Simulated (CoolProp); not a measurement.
Properties of CH3F (R41) along the isotherm 358.1 K.

The numbers come from the reference Helmholtz-energy equation of state, Lemmon 2006 in CoolProp. It is a short technical equation, of lower accuracy than the large ones.

| p (kPa) | phase | density (kg/m³) | cp (kJ/(kg K)) | cv (kJ/(kg K)) | isothermal compressibility (1/MPa) |
|---|---|---|---|---|---|
| 923 | gas | 11.01 | 1.289 | 0.9928 | 1.131 |
| 1850 | gas | 23.11 | 1.383 | 1.021 | 0.5921 |
| 2770 | gas | 36.35 | 1.496 | 1.051 | 0.4169 |
| 3690 | gas | 51.10 | 1.635 | 1.083 | 0.3320 |
| 4610 | gas | 67.70 | 1.809 | 1.118 | 0.2840 |
| 5540 | gas | 86.89 | 2.034 | 1.155 | 0.2549 |
| 6460 | supercritical | 108.9 | 2.326 | 1.193 | 0.2378 |
| 7380 | supercritical | 134.9 | 2.713 | 1.234 | 0.2283 |
| 8310 | supercritical | 166.4 | 3.225 | 1.274 | 0.2229 |
| 9230 | supercritical | 203.7 | 3.836 | 1.308 | 0.2163 |
| 10200 | supercritical | 249.3 | 4.425 | 1.332 | 0.1979 |
| 11100 | supercritical | 293.9 | 4.647 | 1.337 | 0.1652 |
| 12000 | supercritical | 335.1 | 4.500 | 1.327 | 0.1266 |
| 12900 | supercritical | 369.9 | 4.185 | 1.313 | 0.09437 |
| 13800 | supercritical | 398.2 | 3.867 | 1.299 | 0.07141 |
| 14800 | supercritical | 423.8 | 3.573 | 1.285 | 0.05436 |

The peak of cp marks the crossing from liquid-like to gas-like fluid above the critical point.
